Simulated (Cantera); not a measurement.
Hydrocarbon pyrolysis for carbon deposition

A perfectly stirred reactor is fed with C3H8 : H2 = 1 : 2.1 (molar parts), at 0.000750 atm; it is held at 1923 K, and followed from long to short residence time.

Detailed kinetics in Cantera: GRI-Mech 3.0 (53 species, 325 reactions). GRI-Mech 3.0 was tuned for natural gas; its chemistry of propane as a main component is partial and can be far from experiment. GRI-Mech 3.0 stops at C3 and has no aromatics, soot or wall deposition, so with more carbon than oxygen in the feed, carbon stays in small species such as C2H2 where larger ones or solid carbon would form. Radical loss at walls, strong at low pressure, is not modelled.

| τ (s) | x C3H8 | x H2 | x CH2 | x C2H2 | x CH4 | x C2H | x C2H6 |
|---|---|---|---|---|---|---|---|
| 4.5 | 1.61e-5 | 0.733 | 1.83e-5 | 0.239 | 0.0178 | 2.86e-5 | 2.48e-6 |
| 1.3 | 5.69e-5 | 0.720 | 2.69e-5 | 0.233 | 0.0338 | 2.83e-5 | 8.98e-6 |
| 0.35 | 0.000210 | 0.696 | 4.02e-5 | 0.223 | 0.0600 | 2.95e-5 | 3.13e-5 |
| 0.099 | 0.000735 | 0.661 | 5.89e-5 | 0.204 | 0.0950 | 3.07e-5 | 9.54e-5 |
| 0.028 | 0.00260 | 0.617 | 8.63e-5 | 0.173 | 0.134 | 3.00e-5 | 0.000269 |
| 0.0078 | 0.00953 | 0.569 | 0.000127 | 0.121 | 0.162 | 2.36e-5 | 0.000735 |
| 0.0022 | 0.0354 | 0.541 | 0.000175 | 0.0522 | 0.146 | 9.60e-6 | 0.00191 |
| 0.00061 | 0.122 | 0.576 | 0.000166 | 0.00676 | 0.0694 | 7.19e-7 | 0.00338 |
x: mole fraction; the columns are a selection and need not sum to one.
